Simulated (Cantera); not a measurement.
A jet of 1.26 % CH4, 15.8 % O2, 83.0 % N2, equivalence ratio 0.16 at 300 K and 0.330 bar hits a platinum plate 9.7 cm away at a mass flux of 0.021 kg/m²/s; the plate temperature is set and raised in steps from an oxygen-covered start.

Cantera simulation using Deutschmann's 1995 Pt surface mechanism with GRI-Mech 3.0 gas chemistry; the numbers are that mechanism's predictions, not measurements. Catalytic surfaces can have several steady states; this one follows from the mechanism file's or the stated starting coverage.

x: mole fraction at the wall; θ: surface coverage.

```csv
plate T (K),wall x CH4,wall x O2,wall x H2O,wall x OH,wall x CO,wall x CO2,θ free Pt,θ O*,θ OH*
850,0.00783,0.147,0.00894,<1e-8,1.71e-6,0.00583,0.0841,0.915,0.00125
900,0.00484,0.141,0.0145,1.75e-8,1.49e-6,0.00946,0.130,0.869,0.00154
950,[?],0.137,[?],[?],[?],[?],[?],0.816,0.00162
1000,0.00163,0.134,0.0202,1.44e-7,1.56e-6,0.0131,0.240,0.758,0.00157
1050,[?],0.133,0.0215,[?],[?],0.0140,[?],0.699,0.00147
1100,0.000499,0.132,0.0223,6.97e-7,2.39e-6,0.0145,0.360,0.638,0.00135
```

### Question
Fill in the missing entries.

### Answer

- 950, wall x CH4: 0.00285
- 950, wall x H2O: 0.0181
- 950, wall x OH: 5.07e-8
- 950, wall x CO: 1.21e-6
- 950, wall x CO2: 0.0118
- 950, θ free Pt: 0.183
- 1050, wall x CH4: 0.000934
- 1050, wall x OH: 3.33e-7
- 1050, wall x CO: 1.96e-6
- 1050, θ free Pt: 0.300
